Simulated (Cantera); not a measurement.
Gas-phase reforming

An isothermal, constant-pressure homogeneous reactor starts with CH₄ : CO₂ : H₂ = 1 : 0.98 : 0.17 (molar parts), at 1325 K and 11.0 bar.

Detailed kinetics in Cantera: GRI-Mech 3.0 (53 species, 325 reactions).

```tsv
t (s)	x CH₄	x CO₂	x H₂	x CH₂CO	x CH₃	x HO₂	x H₂O
0.000100	0.465	0.456	0.0791	<1e-12	2.77e-6	<1e-12	5.13e-7
0.000307	0.465	0.456	0.0791	<1e-12	4.35e-6	<1e-12	3.22e-6
0.000942	0.465	0.456	0.0791	1.78e-12	4.51e-6	<1e-12	1.28e-5
0.00289	0.465	0.456	0.0791	1.96e-11	4.69e-6	<1e-12	4.31e-5
0.00888	0.465	0.456	0.0791	1.97e-10	5.12e-6	<1e-12	0.000142
0.0273	0.464	0.455	0.0792	1.80e-9	5.85e-6	<1e-12	0.000487
0.0837	0.462	0.454	0.0796	1.17e-8	6.31e-6	<1e-12	0.00167
0.257	0.456	0.448	0.0811	5.44e-8	6.51e-6	<1e-12	0.00548
0.788	0.436	0.431	0.0848	2.58e-7	6.96e-6	<1e-12	0.0181
2.42	0.387	0.377	0.0846	1.52e-6	8.06e-6	<1e-12	0.0607
7.43	0.298	0.267	0.0748	7.88e-6	9.16e-6	<1e-12	0.147
22.8	0.269	0.223	0.0797	9.43e-6	9.35e-6	<1e-12	0.168
70.0	0.274	0.203	0.0939	6.07e-6	8.74e-6	<1e-12	0.154
```
x: mole fraction; the columns are a selection and need not sum to one.

Equilibrium at this temperature and pressure: CH₄ 0.0243, CO₂ 0.00658, H₂ 0.487, CH₂CO 9.01e-8, CH₃ 3.41e-7, HO₂ <1e-12, H₂O 0.0127 (gas phase only).
